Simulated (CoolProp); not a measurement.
Dodecamethylcyclohexasiloxane (D6) along the isobar 5.23 MPa: fugacity coefficient from the reference equation and from simpler models built on Tc = 645.8 K, pc = 0.9614 MPa, ω = 0.736; each cubic takes its own stable root.

Model: reference Helmholtz-energy equation of state, Colonna 2008, in CoolProp. It is a short technical equation, of lower accuracy than the large ones.

```
T (K)   phase  reference
-----  ------  ---------
496.5  liquid    0.02293
508.8  liquid    0.03011
521.2  liquid    0.03887
533.5  liquid    0.04918
545.9  liquid    0.06132
558.2  liquid    0.07517
570.6  liquid    0.09100
582.9  liquid     0.1086
595.3  liquid     0.1281
607.6  liquid     0.1493
620    liquid     0.1724
```

Problem. How far does each simpler model (van der Waals, Peng-Robinson) lie from the reference over these 11 states: mean and median of the absolute difference, and the worst?

Solution. 
- van der Waals: mean 231.7 %, median 185.0 %, worst +551.1 % at 496.5 K and 5.23 MPa
- Peng-Robinson: mean 0.3 %, median 0.4 %, worst -0.6 % at 533.5 K and 5.23 MPa
